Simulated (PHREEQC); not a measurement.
**Copper plating or etch bath (model solution)**

Solution (25 °C): 1.9 mmol/kgw Cu(BF4)2 and 0.32 mmol/kgw HBF4. Closed to the air; pH follows from the charge balance.

All values are PHREEQC results (ion-association model, phreeqc.dat), not measurements.

No solid was allowed to form.

What pH, ionic strength does the model give?

pH 2.95; ionic strength 0.00682 mol/kgw.

In which forms is B present?

BF4- 63 %, H3BO3 25 %, BF3OH- 8.1 %, BF2(OH)2- 3.8 % of the B.

Real BF4- forms and hydrolyses slowly; the run takes it at equilibrium.
